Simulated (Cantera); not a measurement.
Ignition delay

Mixture: CH4 : O2 : N2 = 1 : 3.77 : 14.2 (molar parts), at 101000 Pa, adiabatic and at constant pressure. Ignition delay is the time to a rise of 400 K.

Model: GRI-Mech 3.0 (53 species, 325 reactions), integrated in Cantera.

```tsv
T0 (K)	delay (ms)
1300	8.42
1400	2.57
1500	0.937
1600	0.404
1700	0.199
1800	0.108
```

| Property | Result |
|---|---|
| apparent activation energy between 1600 and 1800 K | 160 kJ/mol |
